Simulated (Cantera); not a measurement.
Charge: 1 mol SiH2Cl2, 0.19 mol NH3, a varied amount of H2, equilibrated at 752 °C and 0.00133 bar.

Method: chemical equilibrium by Gibbs-energy minimisation in Cantera with the NASA 1993 tables (ideal gas, pure condensed phases). Candidate condensed phases: NH4Cl, Si, Si3N4; 28 gas species. Mutual solubility and eutectic melting of coexisting phases are not modelled. The tables' values for SiCl3 are old estimates; treat these amounts as uncertain. Rates play no part.

x: gas mole fraction; n: condensed amount in mol.

| n(H2) (mol) | x H2 | x SiCl4 | x HCl | x SiCl2 | x SiHCl3 | x SiCl3 | n Si(s) | n Si3N4(s) |
|---|---|---|---|---|---|---|---|---|
| 0.52 | 0.719 | 0.167 | 0.0751 | 0.0140 | 0.0138 | 0.0106 | 0.371 | 0.0475 |
| 0.96 | 0.756 | 0.137 | 0.0732 | 0.0127 | 0.0122 | 0.00912 | 0.376 | 0.0475 |
| 1.8 | 0.802 | 0.101 | 0.0698 | 0.0108 | 0.00993 | 0.00723 | 0.386 | 0.0475 |
| 3.3 | 0.848 | 0.0662 | 0.0646 | 0.00880 | 0.00746 | 0.00528 | 0.402 | 0.0475 |
| 6 | 0.888 | 0.0388 | 0.0579 | 0.00673 | 0.00511 | 0.00354 | 0.428 | 0.0475 |
| 11 | 0.920 | 0.0197 | 0.0498 | 0.00480 | 0.00313 | 0.00213 | ? | 0.0475 |
| 21 | 0.946 | 0.00804 | 0.0403 | 0.00307 | 0.00162 | 0.00109 | ? | 0.0475 |
| 38 | 0.963 | 0.00280 | 0.0313 | 0.00181 | 0.000742 | 0.000493 | ? | 0.0475 |
| 70 | 0.976 | 0.000667 | 0.0220 | 0.000883 | 0.000254 | 0.000168 | ? | 0.0475 |

### Question
What belongs in the gaps?

### Answer

- 11, n Si(s): 0.470
- 21, n Si(s): 0.538
- 38, n Si(s): 0.622
- 70, n Si(s): 0.714
